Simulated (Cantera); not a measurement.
## Silicon carbide growth: (CH3)2SiCl2 + H2

A closed system holds: 1 mol (CH3)2SiCl2, 79 mol H2, at 1.13 Torr.

Cantera equilibrium calculation (NASA polynomials, part measured and part estimated; ideal gas, pure solids and liquids). Candidate condensed phases: C, C6H6, C7H8, C8H18, Si, SiC; 109 gas species. The feed counts by its element totals alone. The tables' values for SiCl are old estimates; treat these amounts as uncertain. Gases not in the tables: Si2H6 and higher silanes. The numbers say what is thermodynamically allowed, not how fast it happens.

```tsv
T (K)	log p H2	log p H	log p HCl	log p Si	log p Cl	log p C2H2 (acetylene)	log p SiC2	log p CH4	n C(graphite)	n SiC(s)
900	-2.83	-11.35	-4.44	<-14	-12.97	-13.08	<-14	-6.18	0.965	0.999
1100	-2.83	-9.00	-4.44	<-14	-10.66	-10.71	<-14	-7.11	0.996	1.000
1300	-2.83	-7.37	-4.44	-12.89	-9.05	-9.07	<-14	-7.77	0.999	1.000
1500	-2.83	-6.17	-4.44	-10.12	-7.87	-7.88	-12.87	-8.26	0.999	0.999
1700	-2.84	-5.25	-4.45	-8.00	-6.97	-6.97	-10.10	-8.63	0.991	0.997
1900	-2.84	-4.52	-4.46	-6.33	-6.26	-6.26	-7.93	-8.94	0.972	0.965
2100	-2.87	-3.94	-4.49	-4.98	-5.70	-5.71	-6.17	-9.23	1.40	0.276
2300	-2.95	-3.49	-4.58	-4.87	-5.26	-5.31	-5.73	-9.57	1.13	0
2500	-3.12	-3.16	-4.78	-4.97	-4.97	-5.09	-5.56	-10.07	0.171	0
```
log p: log10 of the partial pressure in bar; n: condensed amount in mol.

From 900 K to 2100 K the condensed part is C(graphite) + SiC(s). From 2300 K to 2500 K the condensed part is C(graphite). The main Si-bearing gas is SiCl4 at 900 K and Si at 2500 K.
